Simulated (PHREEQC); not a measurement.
**Brine: an equilibrium model**

Dissolve 2.6 mol K2CO3 and 0.11 mol NaHCO3 per kg of water at 30 °C. Closed to the air; pH follows from the charge balance.

Model: Pitzer model, pitzer.dat, run in PHREEQC.

Precipitation was switched off in this run.

Estimate the pH.

pH 11.27.

In which forms is C present?

CO3-2 96 %, HCO3- 4.1 % of the C.

In brines, pH and single-ion activities rest on the MacInnes convention.
